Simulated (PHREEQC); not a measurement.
Dissolve 85 mmol/kgw HF, 40 mmol/kgw NH4HF2 and 0.096 mmol/kgw H2SiF6 at 25 °C. Closed to the air; pH follows from the charge balance.

All values are PHREEQC results (ion-association model, phreeqc.dat), not measurements.

Each row changes one thing in this solution. This is a speciation only: nothing precipitates in the calculation.

```
case                                 pH  ionic strength (mol/kgw)  HF (mol/kgw)  F- (mol/kgw)  HF2- (mol/kgw)  NH3 (mol/kgw)  SI of Quartz (SiO2)
---------------------------------  ----  ------------------------  ------------  ------------  --------------  -------------  -------------------
as made                            2.53                    0.0435         0.109        0.0305          0.0127        6.24e-9               -10.80
0.09 mol/kgw HCl added             1.34                    0.0953         0.158       0.00309             [?]       3.66e-10                  [?]
NH4HF2 from 0.04 to 0.036 mol/kgw  2.51                    0.0397         0.106        0.0280          0.0114        5.38e-9               -10.67
diluted 2-fold with water          2.63                    0.0227        0.0559        0.0186         0.00399            [?]                -9.47
0.0068 mol/kgw NaCl added          2.53                    0.0503         0.109        0.0305          0.0127            [?]               -10.81
HF left out                        3.11                    0.0410           [?]        0.0360         0.00476        2.35e-8                -8.94
```

**Question.** Some entries are withheld; supply them.

**Answer.** 
- 0.09 mol/kgw HCl added, HF2- (mol/kgw): 0.00187
- 0.09 mol/kgw HCl added, SI of Quartz (SiO2): -9.52
- diluted 2-fold with water, NH3 (mol/kgw): 4.12e-9
- 0.0068 mol/kgw NaCl added, NH3 (mol/kgw): 6.07e-9
- HF left out, HF (mol/kgw): 0.0345

Complexes and solids missing from the database can't appear. SiF6-2 is the database's only silicon fluoride.
